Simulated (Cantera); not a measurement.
Input: 1 mol C2F6, 0.89 mol H2, equilibrated at 13.3 mbar.

These are equilibrium values from Cantera (NASA tables, ideal gas, pure condensed phases), not measurements of a reactor. Candidate condensed phases: C, C6H6, C7H8, C8H18; 95 gas species. The feed counts by its element totals alone. Gases not in the tables: C2F6 and larger saturated fluorocarbons. The numbers say what is thermodynamically allowed, not how fast it happens.

### Question
At 1973 K, list the 6 most abundant gas species with their mole fractions, and the condensed phases.

### Answer
HF 0.606, CF4 0.330, CF2 0.0442, F 0.0168, CF3 0.00309, CF 6.82e-5. Condensed: C(graphite).
